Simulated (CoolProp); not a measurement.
A single-stage vapour-compression cycle with cis-2-butene: evaporating at 312.15 K (dew point), condensing at 377.15 K (bubble point), superheat 0 K, subcooling 2 K, compressor efficiency 0.65, no pressure losses. Each further row changes one setting.

The numbers come from the reference Helmholtz-energy equation of state, Lemmon 2005 in CoolProp. It is a short technical equation, of lower accuracy than the large ones.

```csv
case,cooling COP,pressure ratio,discharge temperature (K),refrigerating effect (kJ/kg),volumetric capacity (kJ/m³)
as stated,?,4.68,390.6,218,1700
evaporating temperature 317.15 K,2.46,4.06,?,?,2000
condensing temperature 372.15 K,2.46,4.24,?,232,1810
subcooling 7 K,?,4.68,390.6,232,1810
superheat 10 K,?,4.68,400.4,235,?
compressor efficiency 0.55,?,4.68,398.9,218,1700
```

What belongs in the gaps?


- as stated, cooling COP: 2.17
- evaporating temperature 317.15 K, discharge temperature (K): 389.0
- evaporating temperature 317.15 K, refrigerating effect (kJ/kg): 224
- condensing temperature 372.15 K, discharge temperature (K): 385.2
- subcooling 7 K, cooling COP: 2.31
- superheat 10 K, cooling COP: 2.22
- superheat 10 K, volumetric capacity (kJ/m³): 1750
- compressor efficiency 0.55, cooling COP: 1.84
